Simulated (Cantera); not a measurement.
Input (Python, Cantera):

```python
import numpy as np
import cantera as ct

gas = ct.Solution("gri30.yaml")
gas.TPX = 1225, 100000, {'H2': 0.51, 'O2': 1, 'N2': 0.77}
reactor = ct.IdealGasConstPressureReactor(gas, energy="off", clone=False)
net = ct.ReactorNet([reactor])
net.rtol, net.atol = 1e-08, 1e-18
show = ['H2', 'O2', 'O', 'N2O', 'H2O2']
times = np.geomspace(0.0005, 30, 13)

steps = ct.SolutionArray(gas, extra=["t"])
rows = []
print(f"{'t/s':>10s}{'T/K':>9s}{'P/Pa':>11s}" + "".join(f"{s:>11s}" for s in show))
for t in times:
    while net.time < t:
        t_next = net.step()
        steps.append(gas.state, t=t_next)
    rows.append([np.interp(t, steps.t, y) for y in (steps.T, steps.P, *steps(*show).X.T)])
    print(f"{t:10.3e}{rows[-1][0]:9.1f}{rows[-1][1]:11.4g}" + "".join(f"{x:11.3e}" for x in rows[-1][2:]))
rate = np.gradient(steps.T, steps.t)
print("integrator steps:", len(steps.t))
if steps.T.max() > steps.T[0] + 200:
    print(f"time of steepest temperature rise: {steps.t[rate.argmax()]:.4e} s")
gas.TPX = 1225, 100000, {'H2': 0.51, 'O2': 1, 'N2': 0.77}
gas.equilibrate("TP")
print(f"equilibrium (TP): T = {gas.T:.1f} K  " + "  ".join(f"{s} {gas[s].X[0]:.3e}" for s in show))
```

Result:

```
       t/s      T/K       P/Pa         H2         O2          O        N2O       H2O2
 5.000e-04   1225.0      1e+05  1.765e-04  3.679e-01  1.495e-05  7.699e-08  1.022e-06
 1.251e-03   1225.0      1e+05  2.759e-05  3.679e-01  3.460e-06  7.892e-08  3.487e-07
 3.128e-03   1225.0      1e+05  2.267e-06  3.679e-01  9.547e-07  8.000e-08  1.270e-07
 7.825e-03   1225.0      1e+05  1.375e-07  3.679e-01  3.165e-07  8.053e-08  4.764e-08
 1.957e-02   1225.0      1e+05  3.004e-08  3.679e-01  1.182e-07  8.038e-08  1.901e-08
 4.896e-02   1225.0      1e+05  1.321e-08  3.679e-01  5.017e-08  7.883e-08  8.478e-09
 1.225e-01   1225.0      1e+05  9.261e-09  3.679e-01  2.904e-08  7.420e-08  5.097e-09
 3.064e-01   1225.0      1e+05  8.848e-09  3.679e-01  2.577e-08  6.347e-08  4.571e-09
 7.663e-01   1225.0      1e+05  8.841e-09  3.679e-01  2.571e-08  4.384e-08  4.561e-09
 1.917e+00   1225.0      1e+05  8.840e-09  3.679e-01  2.570e-08  2.095e-08  4.559e-09
 4.795e+00   1225.0      1e+05  8.839e-09  3.679e-01  2.569e-08  1.103e-08  4.558e-09
 1.199e+01   1225.0      1e+05  8.839e-09  3.679e-01  2.569e-08  1.044e-08  4.558e-09
 3.000e+01   1225.0      1e+05  8.839e-09  3.679e-01  2.569e-08  1.044e-08  4.558e-09
integrator steps: 1531
equilibrium (TP): T = 1225.0 K  H2 8.841e-09  O2 3.678e-01  O 2.569e-08  N2O 1.045e-08  H2O2 4.557e-09
```

Model: GRI-Mech 3.0 (53 species, 325 reactions), integrated in Cantera. The temperature is held fixed by assumption; the heat of reaction is taken as removed at once.
